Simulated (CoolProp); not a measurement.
Computed with CoolProp (reference Helmholtz-energy equation of state, Lemmon 2006). It is a short technical equation, of lower accuracy than the large ones.

Task: For isopentane, give the phase and the density (kg/m³), cv (kJ/(kg K)), Joule-Thomson coefficient (K/MPa), isothermal compressibility (1/MPa) at 305.9 K and 0.113 MPa.

Result: 
- 305.9 K and 0.113 MPa: gas; density 3.36, cv 1.59, Joule-Thomson coefficient 30.5, isothermal compressibility 9.31
